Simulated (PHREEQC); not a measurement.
HNO3 is added in steps, without added water, to 1 kg of water holding 0.00091 mol/kgw Ba(OH)2 and 0.00027 mol/kgw Pb(NO3)2, at 25 °C. Oxygen is held at 0.21 atm. The system is closed to CO2. Only these solids could form: Litharge.

Base run: PHREEQC, ion-association model, wateq4f.dat. Each further column changes one thing. The table gives Pb+2 (mol/kgw).

| HNO3 added (mol) | base | metal-ligand complexes left out | database phreeqc.dat | Debye-Hückel limiting law | Davies equation for every ion |
|---|---|---|---|---|---|
| 0 | 5.24e-10 | 5.24e-10 | … | 5.37e-10 | 5.24e-10 |
| 0.00043 | 1.17e-9 | 1.17e-9 | … | 1.19e-9 | 1.16e-9 |
| 0.000645 | 2.06e-9 | 2.06e-9 | … | 2.11e-9 | 2.06e-9 |
| 0.001075 | 1.83e-8 | 1.83e-8 | … | 1.87e-8 | 1.83e-8 |
| 0.00129 | 3.93e-7 | 3.93e-7 | 4.61e-6 | 3.97e-7 | 3.92e-7 |
| 0.00172 | 0.000170 | … | … | 0.000170 | 0.000170 |
| 0.001935 | 0.000263 | 0.000270 | 0.000263 | 0.000263 | 0.000263 |
| 0.002365 | 0.000261 | 0.000270 | 0.000261 | 0.000262 | 0.000261 |
| 0.00258 | 0.000261 | 0.000270 | 0.000261 | 0.000261 | 0.000261 |
| 0.00301 | 0.000260 | 0.000270 | 0.000260 | 0.000260 | 0.000260 |
| 0.003225 | 0.000259 | 0.000270 | 0.000259 | 0.000260 | 0.000259 |
| 0.003655 | 0.000258 | 0.000270 | 0.000258 | 0.000259 | 0.000258 |
| 0.00387 | 0.000258 | 0.000270 | 0.000258 | 0.000258 | 0.000258 |
| 0.0043 | 0.000257 | 0.000270 | 0.000257 | 0.000257 | 0.000257 |

Problem. What belongs in the gaps?

Solution. 
- 0, database phreeqc.dat: 1.25e-14
- 0.00043, database phreeqc.dat: 2.84e-14
- 0.000645, database phreeqc.dat: 5.09e-14
- 0.001075, database phreeqc.dat: 4.89e-13
- 0.00172, metal-ligand complexes left out: 0.000174
- 0.00172, database phreeqc.dat: 0.000212

 The database's Pb(OH)2 solid is less soluble than what usually precipitates. phreeqc.dat and wateq4f.dat share most of their constants, so their agreement is no independent check. Solids allowed in the column 'database phreeqc.dat': Pb(OH)2.
